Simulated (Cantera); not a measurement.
A perfectly stirred reactor is fed with CO : O₂ : H₂O : N₂ = 0.0046 : 0.037 : 0.019 : 1 (molar parts), equivalence ratio 0.062, at 750 Torr; it is held at 1273 K, and followed from long to short residence time.

Model: GRI-Mech 3.0 (53 species, 325 reactions), integrated in Cantera.

What does this change do: 0.052 parts CH4 added?


```json
[
 {"quantity": "x(CO) at τ = 0.930 s", "before": "5.95e-5", "after": "0.0212"},
 {"quantity": "x(O₂) at τ = 0.930 s", "before": "0.0328", "after": "0.00477"},
 {"quantity": "x(H₂O) at τ = 0.930 s", "before": "0.0179", "after": "0.0460"},
 {"quantity": "x(OH) at τ = 0.930 s", "before": "2.74e-5", "after": "5.69e-8"},
 {"quantity": "x(HO₂) at τ = 0.930 s", "before": "3.31e-7", "after": "5.41e-7"},
 {"quantity": "x(CO) at τ = 14.0 ms", "before": "0.000907", "after": "0.00414"},
 {"quantity": "x(O₂) at τ = 14.0 ms", "before": "0.0332", "after": "0.0332"},
 {"quantity": "x(H₂O) at τ = 14.0 ms", "before": "0.0179", "after": "0.0171"},
 {"quantity": "x(OH) at τ = 14.0 ms", "before": "9.54e-5", "after": "2.88e-9"},
 {"quantity": "x(HO₂) at τ = 14.0 ms", "before": "2.89e-6", "after": "1.87e-7"}
]
```
The temperature is held fixed by assumption; the heat of reaction is taken as removed at once.

What does this change do: H2O 0.019 to 0.057 parts?


| quantity | before | after |
|---|---|---|
| x(CO) at τ = 0.930 s | 5.95e-5 | 4.63e-5 |
| x(O₂) at τ = 0.930 s | 0.0328 | 0.0317 |
| x(H₂O) at τ = 0.930 s | 0.0179 | 0.0520 |
| x(OH) at τ = 0.930 s | 2.74e-5 | 3.41e-5 |
| x(HO₂) at τ = 0.930 s | 3.31e-7 | 2.80e-7 |
| x(CO) at τ = 14.0 ms | 0.000907 | 0.000717 |
| x(O₂) at τ = 14.0 ms | 0.0332 | 0.0320 |
| x(H₂O) at τ = 14.0 ms | 0.0179 | 0.0519 |
| x(OH) at τ = 14.0 ms | 9.54e-5 | 0.000122 |
| x(HO₂) at τ = 14.0 ms | 2.89e-6 | 3.03e-6 |
